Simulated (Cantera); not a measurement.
## Adiabatic ignition

An adiabatic, constant-volume homogeneous reactor starts with H2 : O2 : N2 = 1 : 1.09 : 13 (molar parts), equivalence ratio 0.46, at 1050 K and 0.440 bar.

Computed with Cantera and the H2/O2 subset of GRI-Mech 3.0, which has no nitrogen chemistry.

```
t (s)     T (K)  P (bar)      x H2    x O2       x H     x HO2      x OH     x H2O
--------  -----  -------  --------  ------  --------  --------  --------  --------
3.00e-6    1050    0.440    0.0663  0.0722  1.64e-11  1.71e-11    <1e-12    <1e-12
7.27e-6    1050    0.440    0.0663  0.0722  3.94e-11  4.22e-11  1.81e-12  2.61e-12
1.76e-5    1050    0.440    0.0663  0.0722  1.02e-10  1.07e-10  6.62e-12  2.40e-11
4.28e-5    1050    0.440    0.0663  0.0722  3.47e-10  2.94e-10  2.72e-11  2.24e-10
0.000104   1050    0.440    0.0663  0.0722   2.56e-9   1.25e-9  2.14e-10   3.17e-9
0.000251   1050    0.440    0.0663  0.0722   1.76e-7   5.52e-8   1.49e-8   2.66e-7
0.000609   1086    0.454    0.0540  0.0668   0.00517   1.71e-5  0.000551   0.00951
0.00148    1638    0.665  0.000847  0.0399  0.000555   3.87e-6   0.00196    0.0663
0.00358    1667    0.675  0.000102  0.0402   2.23e-5   7.63e-7  0.000720    0.0680
0.00868    1671    0.677   2.15e-5  0.0403   2.16e-6   2.17e-7  0.000335    0.0683
0.0211     1672    0.677   8.17e-6  0.0404   5.16e-7   1.35e-7  0.000208    0.0684
0.0510     1672    0.677   6.26e-6  0.0404   3.48e-7   1.27e-7  0.000182    0.0684
0.124      1672    0.677   6.21e-6  0.0404   3.43e-7   1.27e-7  0.000181    0.0684
0.300      1672    0.677   6.21e-6  0.0404   3.43e-7   1.27e-7  0.000181    0.0684
```
x: mole fraction; the columns are a selection and need not sum to one.

The time of steepest temperature rise is 0.674 ms. The temperature at 0.300 s is 1672 K, the equilibrium temperature is 1672 K and the x(H2) at 0.300 s comes out as 6.21e-6 (gas-phase equilibrium 6.21e-6). The x(O2) at 0.300 s is 0.0404 (gas-phase equilibrium 0.0404). The x(H) at 0.300 s is 3.43e-7 (gas-phase equilibrium 3.43e-7).
